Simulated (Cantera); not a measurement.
# Low-pressure radical oxidation in H2/O2

An isothermal, constant-pressure homogeneous reactor starts with 2.84 % H₂, 86.0 % O₂, 11.2 % N₂, equivalence ratio 0.017, at 1473 K and 240 Pa.

Detailed kinetics in Cantera: GRI-Mech 3.0 (53 species, 325 reactions). Radical loss at walls, strong at low pressure, is not modelled.

```csv
t (s),x H₂,x O₂,x OH,x HO₂,x NO₂
3.00e-5,0.0284,0.860,1.07e-9,8.05e-9,<1e-12
0.000144,0.0284,0.860,1.76e-8,3.85e-8,<1e-12
0.000689,0.0284,0.860,2.12e-7,1.84e-7,<1e-12
0.00330,0.0283,0.860,2.15e-5,8.64e-7,<1e-12
0.0158,0.000335,0.834,0.00416,1.59e-7,<1e-12
0.0758,0.000319,0.834,0.00410,1.57e-7,<1e-12
0.363,0.000305,0.835,0.00401,1.54e-7,<1e-12
1.74,0.000249,0.840,0.00363,1.42e-7,1.60e-12
8.35,0.000112,0.850,0.00245,9.66e-8,7.17e-12
40.0,1.58e-5,0.856,0.000924,3.78e-8,3.94e-11
```
x: mole fraction; the columns are a selection and need not sum to one.

Equilibrium at this temperature and pressure: H₂ 8.33e-7, O₂ 0.857, OH 0.000212, HO₂ 5.43e-8, NO₂ 4.73e-7 (gas phase only).
